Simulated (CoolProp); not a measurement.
The fluid at 418.06 K and 0.485 MPa flows at 6.6 m/s in a round tube of 100 mm bore and 0.25 µm roughness, fully developed (64/Re and Nu = 3.66 if laminar; Colebrook and Gnielinski if turbulent). The same conditions are run with several fluids, on thermodynamics alone (safety and materials aside).

The numbers come from the reference Helmholtz-energy equation of state of each fluid (C2F6 (R116): Lemmon 2006; R123: Younglove 1994; dry air: Lemmon 2000; R141b: Lemmon 2006; R125: Lemmon 2005) in CoolProp. Blends and air are pseudo-pure fits.

```json
[
 {"fluid": "C2F6 (R116)", "Reynolds number": "658000", "Darcy friction factor": "0.0126", "pressure drop (Pa/m)": "53.5", "heat-transfer coefficient (W/(m² K))": "207", "mass flow (kg/h)": "3640"},
 {"fluid": "R123", "Reynolds number": "1020000", "Darcy friction factor": "0.0117", "pressure drop (Pa/m)": "58.0", "heat-transfer coefficient (W/(m² K))": "200", "mass flow (kg/h)": "4260"},
 {"fluid": "dry air", "Reynolds number": "112000", "Darcy friction factor": "0.0176", "pressure drop (Pa/m)": "15.5", "heat-transfer coefficient (W/(m² K))": "67.7", "mass flow (kg/h)": "753"},
 {"fluid": "R141b", "Reynolds number": "885000", "Darcy friction factor": "0.0119", "pressure drop (Pa/m)": "45.2", "heat-transfer coefficient (W/(m² K))": "189", "mass flow (kg/h)": "3250"},
 {"fluid": "R125", "Reynolds number": "632000", "Darcy friction factor": "0.0127", "pressure drop (Pa/m)": "47.2", "heat-transfer coefficient (W/(m² K))": "192", "mass flow (kg/h)": "3200"}
]
```

Transport values come from each fluid's own correlations; those of C2F6 (R116), R141b are estimates that may be off by 10 % or more.
